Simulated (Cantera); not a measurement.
Source: NASA polynomial tables (part measured, part estimated), evaluated in Cantera. Values are per mole of reaction as written; species without (g) are pure solids or liquids, kept so even where they would boil at 1 bar.

a) Ta + O2(g) ⇌ TaO2(g)
b) 2 Pb + O2(g) ⇌ 2 PbO(g)
c) 1.143 Ti + O2(g) ⇌ 0.2857 Ti4O7

Question: Order these by ΔG° at 700 K, most negative first.

Answer: c (-846 kJ), a (-223 kJ), b (44 kJ)
